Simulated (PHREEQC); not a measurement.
**Arsenic or selenium liquor (model solution)**

Dissolve 0.0729 mol/kgw H3AsO4, 0.015 mol/kgw H3PO4 and 0.028 mol/kgw CaCl2 at 16 °C. Closed to the air; pH follows from the charge balance.

All values are PHREEQC results (ion-association model, wateq4f.dat), not measurements.

Precipitation was switched off in this run.

**Question.** What pH does the model give?

**Answer.** pH 1.69.

**Question.** In which forms is As present?

**Answer.** H3AsO4 74 %, H2AsO4- 26 % of the As.

H3PO4, which wateq4f.dat lacks, is added to it with the constant of phreeqc.dat. The database has no arsenate complexes of Ca.
